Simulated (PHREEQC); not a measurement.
Consider water at 25 °C with 0.0034 mol/kgw ZnSO4, 0.0011 mol/kgw CaCl2 and 0.014 mol/kgw H2SO4. Closed to the air; pH follows from the charge balance.

Computed with PHREEQC (ion-association model, phreeqc.dat).

### Question
The ionic strength comes out as 0.0372 mol/kgw. What activity coefficients do SO4-2, CaHSO4+, HSO4-, Cl-, Zn+2 get?

### Answer
SO4-2 0.50, CaHSO4+ 0.84, HSO4- 0.84, Cl- 0.83, Zn+2 0.50.

Precipitation was switched off in this run.
